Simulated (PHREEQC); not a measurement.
Metal-bearing waste water

Make-up at 25 °C: 22 mmol/kgw FeSO4, 0.28 mmol/kgw CaCl2, 4 mmol/kgw HCl and 65 mmol/kgw Na2SO4. Closed to the air; pH follows from the charge balance.

Model: ion-association model, phreeqc.dat, run in PHREEQC.

This is a speciation only: nothing precipitates in the calculation.

### Question
What pH, ionic strength, specific conductance does the model give?

### Answer
pH 2.96; ionic strength 0.217 mol/kgw; specific conductance 12500 µS/cm.

### Question
In which forms is Na present?

### Answer
Na+ 92 %, NaSO4- 8.2 % of the Na.
